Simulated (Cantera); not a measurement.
Input: 1 mol borazine, 0.097 mol H₂O, 49 mol H₂, a varied amount of N₂, held at 13.0 Pa.

Method: chemical equilibrium by Gibbs-energy minimisation in Cantera with the NASA 1993 tables (ideal gas, pure condensed phases). Candidate condensed phases: B, BN, B₂O₃, B₃O₃H₃, H₂O; 39 gas species. The feed counts by its element totals alone. Mutual solubility and eutectic melting of coexisting phases are not modelled. Equilibrium is a limit: real reactors are often held back by kinetics, nucleation or transport.

Stable condensed phases, one row left out:

```
T in °C \ n(N₂) in mol
         0.26 0.39 0.58 0.85  1.2  1.8  2.7    4  5.9  8.7
   1802     A    A    A    A    A    A    A    A    A    A
   1602     A    A    A    A    A    A    A    A    A    B
   1502     C    C    C    C    B    B    B    B    B    B
   1402     B    B    B    B    B    B    B    B    B    B
   1302     B    B    B    B    B    B    B    B    B    B
   1202     B    B    B    B    B    B    B    B    B    B
   1102     B    B    B    B    B    B    B    B    B    B
   1002     B    B    B    B    B    B    B    B    B    B
    902     D    D    D    D    D    D    D    B    B    B
```

A: B; B: BN; C: B + BN; D: BN + B₂O₃.

Q: Give the row for 1702 °C.

A: 0.26: B; 0.39: B; 0.58: B; 0.85: B; 1.2: B; 1.8: B; 2.7: B; 4: B; 5.9: B; 8.7: B.
